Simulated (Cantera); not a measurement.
A closed system holds: 1 mol BN, 2.4 mol HCl, 5 mol F2, held at 2123.15 K and 660 Pa.

Equilibrium computed with Cantera from the NASA thermochemical tables; the gas is ideal and each condensed phase is pure. Candidate condensed phases: B, BN, NH4Cl; 40 gas species. Rates play no part.

Base state: F 0.422, HF 0.220, Cl 0.219, BF3 0.0918, N2 0.0459, ClF 0.000819, Cl2 0.000239, HCl 0.000103 (mole fractions); condensed: gas only.

**Question.** What changes in the equilibrium state with this change: temperature from 2123.15 K to 1600 K?

**Answer.** 
```
species    before    after
-------  --------  -------
F           0.422    0.389
HF          0.220    0.237
Cl          0.219    0.148
ClF      0.000819   0.0649
Cl2      0.000239   0.0120
BF3        0.0918   0.0988
N2         0.0459   0.0494
F2        3.03e-6  5.83e-5
HCl      0.000103  6.16e-6
```

**Question.** What changes in the equilibrium state with this change: HCl from 2.4 to 40 mol?

**Answer.** 
```
species    before     after
-------  --------  --------
HCl      0.000103     0.627
Cl          0.219     0.177
HF          0.220     0.147
F           0.422   3.72e-5
BF3        0.0918    0.0152
H2          <1e-9    0.0131
N2         0.0459    0.0101
BF          <1e-9  0.000588
BClF        <1e-9  0.000137
BCl         <1e-9   3.74e-5
BCl3        <1e-9   3.14e-5
```
The tables' values for BF2, BClF, BCl, BCl2 are old estimates; treat these amounts as uncertain.
